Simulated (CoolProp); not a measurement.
Saturated liquid density (kg/m³) of fluoroethane (R161): the reference equation beside estimates from Tc = 375.2 K, pc = 50.10 bar, ω = 0.216. Rackett uses Z = 0.29056 − 0.08775 ω.

Values from CoolProp's reference Helmholtz-energy equation of state, Wu 2012.

```
T (K)  reference  Rackett  Redlich-Kwong  Peng-Robinson
-----  ---------  -------  -------------  -------------
200.9      864.9    809.7          734.2          842.6
208.4      855.0    799.2          724.2          832.9
215.9      845.0    788.4          713.7          822.8
223.4      834.8    777.5          702.8          812.2
230.9      824.4    766.3          691.6          801.1
238.4      813.7    754.9          679.9          789.5
245.8      802.9    743.4          667.9          777.4
253.3      791.5    731.4          655.2          764.4
260.8      779.7    719.1          642.0          750.8
268.3      767.4    706.4          628.2          736.3
275.8      754.4    693.3          613.8          721.0
283.3      740.7    679.7          598.8          704.8
```

Absolute difference from the reference over all 12 rows, mean and median: Rackett 7.3 and 7.3 %, Redlich-Kwong 16.8 and 16.6 %, Peng-Robinson 3.3 and 3.1 %.
